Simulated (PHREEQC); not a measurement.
Dissolve 0.059 mol FeSO4 per kg of water at 70 °C. Closed to the air; pH follows from the charge balance.

The numbers come from PHREEQC with the ion-association model, wateq4f.dat.

Each row changes one thing in this solution. No solid was allowed to form.

```csv
case,pH,ionic strength (mol/kgw),FeSO4 (mol/kgw),SO4-2 (mol/kgw),Fe+2 (mol/kgw),FeOH+ (mol/kgw),SI of Melanterite (FeSO4:7H2O)
as made,5.42,0.109,0.0317,0.0273,0.0273,2.00e-5,-2.25
temperature from 70 to 50 °C,5.59,0.120,0.0290,0.0300,0.0300,9.91e-6,-2.01
temperature from 70 to 30 °C,5.81,0.133,0.0257,0.0333,0.0333,4.72e-6,-1.72
diluted 2-fold with water,___,0.0606,___,0.0152,0.0151,1.33e-5,___
FeSO4 from 0.059 to 0.59 mol/kgw,5.39,0.859,___,0.215,0.215,9.23e-5,-1.14
temperature from 70 to 45 °C,___,0.123,0.0282,0.0308,0.0307,8.27e-6,-1.94
```

Problem. Fill in the missing entries.

Solution. 
- diluted 2-fold with water, pH: 5.44
- diluted 2-fold with water, FeSO4 (mol/kgw): 0.0143
- diluted 2-fold with water, SI of Melanterite (FeSO4:7H2O): -2.60
- FeSO4 from 0.059 to 0.59 mol/kgw, FeSO4 (mol/kgw): 0.375
- temperature from 70 to 45 °C, pH: 5.64

The ionic strength passes 0.7 mol/kgw, the rough limit of the ion-association models, in FeSO4 from 0.059 to 0.59 mol/kgw. At this temperature some constants are extrapolated from 25 °C, and those without enthalpy data are left unchanged.
